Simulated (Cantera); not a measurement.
**Thermodynamics of sublimation and decomposition of ceramics, feed SiO₂ + N₂ + C**

A closed system holds: 1 mol SiO₂, 0.35 mol N₂, 0.69 mol C, at 1725 K and 1.00 bar.

Cantera equilibrium calculation (NASA polynomials, part measured and part estimated; ideal gas, pure solids and liquids). Candidate condensed phases: C, Si, SiC, SiO₂, Si₂N₂O, Si₃N₄; 34 gas species. Mutual solubility and eutectic melting of coexisting phases are not modelled. The tables hold silica as quartz up to 1696 K and as liquid above; real silica turns to tridymite and cristobalite and melts near 1996 K. Rates play no part.

```yaml
x(CO): 0.851
x(N₂): 0.148
x(SiO): 0.000777
x(CO₂): 0.000148
n(SiO₂(condensed)): 0.540 mol
n(Si₂N₂O(s)): 0.230 mol
gas_amount: 0.8108 mol
log10 activity of C(graphite) (absent): -0.23
log10 activity of Si(l) (absent): -2.69
```
